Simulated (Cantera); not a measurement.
A closed system holds: 1 mol SiH2Cl2, 12 mol NH3, 4.3 mol N2, at 1373 K and 8.30 Pa.

Equilibrium computed with Cantera from the NASA thermochemical tables; the gas is ideal and each condensed phase is pure. Candidate condensed phases: NH4Cl, Si, Si3N4; 28 gas species. The tables' values for SiCl3 are old estimates; treat these amounts as uncertain. Rates play no part.

Q: What is the equilibrium state?

A: 
- x(H2): 0.610
- x(N2): 0.327
- x(HCl): 0.0594
- x(SiCl2): 0.00390
- x(H): 0.000285
- x(Cl): 2.31e-5
- x(SiCl3): 1.65e-5
- x(SiCl): 1.80e-6
- x(Si): 1.09e-6
- n(Si3N4(s)): 0.294 mol
- gas amount: 29.72 mol
- log10 activity of Si(s) (absent): -0.63
